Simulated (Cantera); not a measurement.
Input: 1 mol Si₃N₄, 4.7 mol H₂O, 34 mol N₂, at 0.100 bar.

Equilibrium computed with Cantera from the NASA thermochemical tables; the gas is ideal and each condensed phase is pure. Candidate condensed phases: H₂O, Si, SiO₂, Si₂N₂O, Si₃N₄; 35 gas species. Mutual solubility and eutectic melting of coexisting phases are not modelled. The tables hold silica as quartz up to 1696 K and as liquid above; real silica turns to tridymite and cristobalite and melts near 1996 K. Kinetics and transport are ignored.

### Question
What share of the Si ends up in condensed phases as a function of T (°C), at 1200, 1250, 1300, 1350, 1400, 1450, 1500, 1550?

### Answer
```tsv
T (°C)	Si condensed (%)	as
1200	100.0	SiO₂(β-quartz) + Si₂N₂O(s)
1250	99.9	SiO₂(β-quartz) + Si₂N₂O(s)
1300	99.6	SiO₂(β-quartz) + Si₂N₂O(s)
1350	98.6	SiO₂(β-quartz) + Si₂N₂O(s)
1400	95.7	SiO₂(β-quartz) + Si₂N₂O(s)
1450	87.9	SiO₂(condensed) + Si₂N₂O(s)
1500	67.3	SiO₂(condensed) + Si₂N₂O(s)
1550	56.5	SiO₂(condensed)
```
